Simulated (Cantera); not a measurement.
**Equilibrium for hydrogen reduction and annealing atmospheres: PbS + H₂ + N₂**

Charge: 1 mol PbS, 1.5 mol H₂, 0.92 mol N₂, held at 1427 °C.

These are equilibrium values from Cantera (NASA tables, ideal gas, pure condensed phases), not measurements of a reactor. Candidate condensed phases: Pb, PbS, S; 18 gas species. Equilibrium is a limit: real reactors are often held back by kinetics, nucleation or transport.

```json
[
 {"P (Pa)": "10", "x H₂": "0.379", "x N₂": "0.238", "x PbS": "0.0462", "x Pb": "0.213", "x H₂S": "0.00183", "x S₂": "0.0973", "n Pb(l)": "0"},
 {"P (Pa)": "42", "x H₂": "0.388", "x N₂": "0.243", "x PbS": "0.0780", "x Pb": "0.186", "x H₂S": "0.00360", "x S₂": "0.0861", "n Pb(l)": "0"},
 {"P (Pa)": "180", "x H₂": "0.395", "x N₂": "0.249", "x PbS": "0.118", "x Pb": "0.152", "x H₂S": "0.00681", "x S₂": "0.0691", "n Pb(l)": "0"},
 {"P (Pa)": "750", "x H₂": "0.400", "x N₂": "0.255", "x PbS": "0.159", "x Pb": "0.118", "x H₂S": "0.0120", "x S₂": "0.0502", "n Pb(l)": "0"},
 {"P (Pa)": "3200", "x H₂": "0.402", "x N₂": "0.260", "x PbS": "0.195", "x Pb": "0.0876", "x H₂S": "0.0198", "x S₂": "0.0319", "n Pb(l)": "0"},
 {"P (Pa)": "13000", "x H₂": "0.400", "x N₂": "0.264", "x PbS": "0.220", "x Pb": "0.0667", "x H₂S": "0.0293", "x S₂": "0.0173", "n Pb(l)": "0"},
 {"P (Pa)": "56000", "x H₂": "0.396", "x N₂": "0.267", "x PbS": "0.236", "x Pb": "0.0541", "x H₂S": "0.0383", "x S₂": "0.00702", "n Pb(l)": "0"},
 {"P (Pa)": "240000", "x H₂": "0.393", "x N₂": "0.268", "x PbS": "0.243", "x Pb": "0.0487", "x H₂S": "0.0436", "x S₂": "0.00214", "n Pb(l)": "0"},
 {"P (Pa)": "1000000", "x H₂": "0.367", "x N₂": "0.299", "x PbS": "0.196", "x Pb": "0.0134", "x H₂S": "0.119", "x S₂": "0.00440", "n Pb(l)": "0.356"}
]
```
x: gas mole fraction; n: condensed amount in mol.

From 10.0 Pa to 240000 Pa nothing is condensed. At 1000000 Pa the condensed part is Pb(l). The main Pb-bearing gas is Pb at 10.0 Pa and PbS at 1000000 Pa.
